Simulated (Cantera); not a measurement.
Charge: 1 mol SiHCl₃, 84 mol H₂, held at 0.00133 bar.

Method: chemical equilibrium by Gibbs-energy minimisation in Cantera with the NASA 1993 tables (ideal gas, pure condensed phases). Candidate condensed phases: Si; 19 gas species. The tables' values for SiCl₃ are old estimates; treat these amounts as uncertain. Equilibrium is a limit: real reactors are often held back by kinetics, nucleation or transport. All values below are at 925 K.

Base state: H₂ 0.980, HCl 0.0142, SiCl₄ 0.00414, SiHCl₃ 0.00104, SiCl₂ 0.000297, SiCl₃ 0.000176, SiH₂Cl₂ 2.56e-5 (mole fractions); condensed: Si(s).

Q: What changes in the equilibrium state with this change: 1.6 mol O₂ added?

A: 
```json
[
 {"species": "H₂", "before": "0.980", "after": "0.951"},
 {"species": "HCl", "before": "0.0142", "after": "0.0349"},
 {"species": "H₂O", "before": "0", "after": "0.0140"},
 {"species": "SiCl₂", "before": "0.000297", "after": "<1e-9"},
 {"species": "SiCl₄", "before": "0.00414", "after": "<1e-9"},
 {"species": "SiHCl₃", "before": "0.00104", "after": "<1e-9"},
 {"species": "SiCl₃", "before": "0.000176", "after": "<1e-9"},
 {"species": "SiH₂Cl₂", "before": "2.56e-5", "after": "<1e-9"},
 {"species": "Si(s), mol", "before": "0.514", "after": "0"},
 {"species": "SiO₂(β-quartz), mol", "before": "0", "after": "1.00"}
]
```
Further candidate phases: H₂O, SiO₂.
